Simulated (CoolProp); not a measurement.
Vapour-liquid equilibrium of R125 (1) + R1234yf (2) at 260.4 K; x and y are mole fractions of (1).

Values from CoolProp's multi-fluid Helmholtz-energy mixture model, Lemmon 2005 and Lemmon 2022; pair parameters Bell 2023.

```json
[
 {"x": "0.05", "bubble pressure, mixture model (kPa)": "212.0", "bubble pressure, Raoult's law (kPa)": "212.1", "y, mixture model": "___", "y, Raoult's law": "0.103"},
 {"x": "0.2", "bubble pressure, mixture model (kPa)": "247.3", "bubble pressure, Raoult's law (kPa)": "247.8", "y, mixture model": "___", "y, Raoult's law": "0.354"},
 {"x": "0.35", "bubble pressure, mixture model (kPa)": "282.5", "bubble pressure, Raoult's law (kPa)": "283.6", "y, mixture model": "0.522", "y, Raoult's law": "0.541"},
 {"x": "0.5", "bubble pressure, mixture model (kPa)": "317.8", "bubble pressure, Raoult's law (kPa)": "319.4", "y, mixture model": "0.668", "y, Raoult's law": "0.687"},
 {"x": "0.65", "bubble pressure, mixture model (kPa)": "353.4", "bubble pressure, Raoult's law (kPa)": "355.2", "y, mixture model": "___", "y, Raoult's law": "0.803"},
 {"x": "0.8", "bubble pressure, mixture model (kPa)": "389.5", "bubble pressure, Raoult's law (kPa)": "390.9", "y, mixture model": "0.888", "y, Raoult's law": "0.898"},
 {"x": "0.95", "bubble pressure, mixture model (kPa)": "426.2", "bubble pressure, Raoult's law (kPa)": "426.7", "y, mixture model": "0.974", "y, Raoult's law": "0.977"}
]
```

Task: What belongs in the gaps?

Result: 
- 0.05, y, mixture model: 0.099
- 0.2, y, mixture model: 0.339
- 0.65, y, mixture model: 0.787

The largest gap from Raoult's law is -0.5 % in bubble pressure, at x = 0.5. No azeotrope shows between x = 0.05 and 0.95.

Pair parameters are fitted to limited data, so mixtures are less certain than the pure fluids.
